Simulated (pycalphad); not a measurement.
Source of the numbers: pycalphad with the COST 507 light-alloy database (1999); pressure 1 atm. No gas phase is included, though pure Mg would boil below 1377 °C. These are 1990s assessments: newer ones move some temperatures and phases. The system is extrapolated from its subsystems; higher-order compounds may be missing. Kinetics are ignored, which matters at the lower temperatures.

**Question.** How does the equilibrium phase assembly of Mg-5.65Cu-22.8Al-0.21Si (at.%) change on cooling from 1377 °C to 97 °C?

**Answer.** 
| T (°C) | phases above | phases below |
|---|---|---|
| 481.3 | liquid | LAVES_C36 + liquid |
| 475.0 | LAVES_C36 + liquid | hcp + LAVES_C36 + liquid |
| 466.3 | hcp + LAVES_C36 + liquid | hcp + LAVES_C36 + liquid + MG2SI |
| 455.7 | hcp + LAVES_C36 + liquid + MG2SI | hcp + liquid + MG2SI + QPHASE |
| 424.4 | hcp + liquid + MG2SI + QPHASE | ALMG_GAMMA + hcp + MG2SI + QPHASE |
| 412.4 | ALMG_GAMMA + hcp + MG2SI + QPHASE | hcp + MG2SI + QPHASE + TAU |
| 165.0 | hcp + MG2SI + QPHASE + TAU | hcp + MG2SI + TAU |
Changes were sought between steps of 40 K, so a narrower field can be missed.

Database names, with the compositions (at.%) that they take in these runs: LAVES_C36: Al 37 Mg 33 Cu 30; MG2SI: Mg 67 Si 33; QPHASE: Al 44 Mg 37 Cu 19; ALMG_GAMMA: Mg 60 Al 40; TAU: Al 48 Mg 40-42 Cu 10-12.
